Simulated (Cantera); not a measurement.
Feed: 1 mol C2F6, a varied amount of Si, at 2300 K and 1.33 mbar.

Equilibrium computed with Cantera from the NASA thermochemical tables; the gas is ideal and each condensed phase is pure. Candidate condensed phases: C, Si, SiC; 23 gas species. The feed counts by its element totals alone. The tables' values for SiF3 are old estimates; treat these amounts as uncertain. Gases not in the tables: C2F6 and larger saturated fluorocarbons. The numbers say what is thermodynamically allowed, not how fast it happens.

### Question
At 0.47 mol Si, list the 4 most abundant gas species with their mole fractions, and the condensed phases.

### Answer
F 0.599, CF2 0.248, SiF4 0.130, CF 0.00999. Condensed: C(graphite).
